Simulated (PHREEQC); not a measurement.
Solution (40 °C): 2.8 mol/kgw K2CO3. Closed to the air; pH follows from the charge balance.

Model: Pitzer model, pitzer.dat, run in PHREEQC.

The ionic strength comes out as 8.39 mol/kgw. What activity coefficients do CO3-2, HCO3-, K+, OH- get?

CO3-2 0.23, HCO3- 0.51, K+ 0.53, OH- 3.1. Single-ion values are on the MacInnes scale.

No solid was allowed to form. In brines, pH and single-ion activities rest on the MacInnes convention. Away from 25 °C the constants follow the database's enthalpies or fits; those with neither stay at their 25 °C values.
